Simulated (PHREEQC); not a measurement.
Make-up at 37 °C: 27.9 mmol/kgw HCl, 0.61 mmol/kgw FeSO4 and 0.13 mmol/kgw MgSO4. Closed to the air; pH follows from the charge balance.

Model: ion-association model, phreeqc.dat, run in PHREEQC.

### Question
The ionic strength comes out as 0.0298 mol/kgw. What activity coefficients do FeCl+, Cl-, Fe+2, H+, SO4-2 get?

### Answer
FeCl+ 0.85, Cl- 0.84, Fe+2 0.54, H+ 0.87, SO4-2 0.52.

This is a speciation only: nothing precipitates in the calculation. Complexes and solids missing from the database can't appear. Constants without temperature data keep their 25 °C values here.
